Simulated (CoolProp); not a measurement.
Vapour-liquid equilibrium of dimethyl ether (1) + R236FA (2) at -10.85 °C; x and y are mole fractions of (1).

Model: multi-fluid Helmholtz-energy mixture model, Wu 2011 and Pan 2012; pair parameters Bell 2016, in CoolProp.

```csv
x,"bubble pressure, mixture model (MPa)","bubble pressure, Raoult's law (MPa)","y, mixture model","y, Raoult's law"
0.05,0.06823,0.07306,0.061,0.123
0.15,?,0.08422,0.196,0.319
0.25,0.07453,0.09538,0.344,0.469
0.35,?,0.1065,0.497,0.588
0.45,?,0.1177,?,0.685
0.55,0.1014,0.1289,?,0.764
0.65,?,0.1400,0.856,0.831
0.75,0.1336,0.1512,?,0.888
0.85,0.1523,0.1624,0.965,0.938
0.95,0.1706,0.1735,?,0.981
```

**Question.** What belongs in the gaps?

**Answer.** 
- 0.15, bubble pressure, mixture model (MPa): 0.07058
- 0.35, bubble pressure, mixture model (MPa): 0.08066
- 0.45, bubble pressure, mixture model (MPa): 0.08951
- 0.45, y, mixture model: 0.640
- 0.55, y, mixture model: 0.761
- 0.65, bubble pressure, mixture model (MPa): 0.1163
- 0.75, y, mixture model: 0.922
- 0.95, y, mixture model: 0.992

The largest gap from Raoult's law is -24.3 % in bubble pressure, at x = 0.35. No azeotrope shows between x = 0.05 and 0.95.

Pair parameters are fitted to limited data, so mixtures are less certain than the pure fluids.
